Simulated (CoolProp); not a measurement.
Vapour pressure (MPa) of R1336mzz(E): the reference equation beside estimates from Tc = 403.5 K, pc = 2.779 MPa, ω = 0.413. Clausius-Clapeyron is anchored at 320.2 K with a constant enthalpy of vaporisation of 21.58 kJ/mol.

Model: reference Helmholtz-energy equation of state, Akasaka 2023, in CoolProp.

| T (K) | reference | Lee-Kesler | Clausius-Clapeyron | Redlich-Kwong | Peng-Robinson |
|---|---|---|---|---|---|
| 314.2 | 0.3287 | 0.3297 | 0.3379 | 0.5619 | 0.3274 |
| 320.2 | 0.3945 | 0.3956 | 0.3945 | 0.6447 | 0.3931 |
| 326.2 | 0.4698 | 0.4710 | 0.4579 | 0.7356 | 0.4684 |
| 332.2 | 0.5556 | 0.5568 | 0.5287 | 0.8349 | 0.5543 |
| 338.2 | 0.6528 | 0.6539 | 0.6073 | 0.9430 | 0.6518 |
| 344.2 | 0.7622 | 0.7631 | 0.6942 | 1.060 | 0.7619 |
| 350.2 | 0.8850 | 0.8856 | 0.7900 | 1.187 | 0.8857 |
| 356.2 | 1.022 | 1.022 | 0.8950 | 1.323 | 1.024 |
| 362.2 | 1.175 | 1.175 | 1.010 | 1.470 | 1.179 |
| 368.2 | 1.344 | 1.344 | 1.135 | 1.627 | 1.350 |
| 374.2 | 1.532 | 1.532 | 1.271 | 1.795 | 1.540 |
| 380.2 | 1.739 | 1.740 | 1.418 | 1.974 | 1.750 |
| 386.2 | 1.967 | 1.970 | 1.576 | 2.164 | 1.980 |
| 392.3 | 2.224 | 2.228 | 1.750 | 2.369 | 2.238 |

Absolute difference from the reference over all 14 rows, mean and median: Lee-Kesler 0.1 and 0.1 %, Clausius-Clapeyron 11.1 and 11.6 %, Redlich-Kwong 34.4 and 31.8 %, Peng-Robinson 0.4 and 0.3 %.
